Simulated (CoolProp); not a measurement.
Vapour-liquid equilibrium of cyclohexane (1) + ethylbenzene (2) at 1.24 bar; x and y are mole fractions of (1).

Computed with CoolProp (multi-fluid Helmholtz-energy mixture model, Zhou 2014 and Zhou 2012; pair parameters Bell 2016).

Q: Give the bubble temperature and the first vapour's composition at x = 0.35, 0.5, 0.95. Is there an azeotrope?

A: x = 0.35: 384.7 K, y = 0.724; x = 0.5: 376.9 K, y = 0.828; x = 0.95: 362.1 K, y = 0.986. No azeotrope shows between x = 0.05 and 0.95.

Pair parameters are fitted to limited data, so mixtures are less certain than the pure fluids.
